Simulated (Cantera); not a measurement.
Dilute partial oxidation

A perfectly stirred reactor is fed with 1.92 % CH₄, 2.30 % O₂, 95.8 % N₂, equivalence ratio 1.7, at 0.500 bar; it is held at 1373 K, and followed from long to short residence time.

Computed with Cantera and GRI-Mech 3.0 (53 species, 325 reactions). The temperature is held fixed by assumption; the heat of reaction is taken as removed at once.

```tsv
τ (s)	x CH₄	x O₂	x CH₂CO	x NO	x C₂H₄	x C₂H
2.9	0.00181	0.000569	1.37e-5	1.80e-8	0.000101	4.38e-10
0.75	0.00192	0.00113	1.98e-5	3.40e-8	0.000175	7.26e-10
0.20	0.00232	0.00229	2.90e-5	5.20e-8	0.000291	1.09e-9
0.052	0.00363	0.00533	5.69e-5	3.99e-8	0.000517	1.36e-9
0.014	0.0190	0.0229	4.13e-8	<1e-12	5.01e-6	<1e-12
0.0036	0.0191	0.0230	4.31e-11	<1e-12	7.41e-8	<1e-12
0.00095	0.0192	0.0230	<1e-12	<1e-12	6.78e-10	<1e-12
0.00025	0.0192	0.0230	<1e-12	<1e-12	7.60e-12	<1e-12
```
x: mole fraction; the columns are a selection and need not sum to one.
